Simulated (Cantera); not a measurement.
A freely propagating, adiabatic, planar premixed flame of CH4 : O2 : N2 = 1 : 1.67 : 6.27 (molar parts), equivalence ratio 1.2, unburnt at 348 K and 0.132 atm; mixture-averaged transport, grid criteria slope 0.08 and curve 0.16, no radiation.

Computed with Cantera and GRI-Mech 3.0 (53 species, 325 reactions). Burning velocities carry a grid error of a few per cent, more on coarse grids.

x: mole fraction of selected species; z is measured from the peak of heat release.

```csv
z (mm),T (K),u (m/s),x CH4,x O2,x C2H,x C2H6,x C2H2,x HO2
-6.99,348,0.705,0.112,0.187,<1e-8,<1e-8,<1e-8,1.23e-8
-4.66,349,0.707,0.111,0.186,<1e-8,?,<1e-8,3.49e-7
-3.49,352,0.718,0.111,0.185,<1e-8,?,7.55e-8,3.19e-6
-2.33,414,0.851,0.106,0.181,<1e-8,?,2.66e-6,4.43e-5
-1.16,895,1.88,0.0744,0.144,<1e-8,0.00122,6.04e-5,4.51e-5
-0.582,1331,2.84,0.0400,0.0996,<1e-8,0.00113,0.000181,0.000100
0,1704,3.68,0.0104,0.0513,3.53e-7,?,0.000336,6.67e-5
0.582,1863,4.03,0.00109,0.0229,4.69e-7,?,0.000125,8.28e-6
1.16,1899,4.10,6.30e-5,0.0120,6.91e-8,<1e-8,1.24e-5,9.74e-7
2.33,1916,4.12,1.91e-7,0.00706,<1e-8,<1e-8,6.17e-8,4.46e-7
4.66,1931,4.14,<1e-8,0.00591,<1e-8,<1e-8,<1e-8,3.81e-7
9.32,1951,4.17,<1e-8,0.00535,<1e-8,<1e-8,<1e-8,3.45e-7
18.6,1981,4.23,<1e-8,0.00459,<1e-8,<1e-8,<1e-8,2.97e-7
```

### Question
Complete the blanks.

### Answer

- -4.66, x C2H6: 7.73e-8
- -3.49, x C2H6: 1.21e-6
- -2.33, x C2H6: 5.72e-5
- 0, x C2H6: 0.000104
- 0.582, x C2H6: 9.26e-7
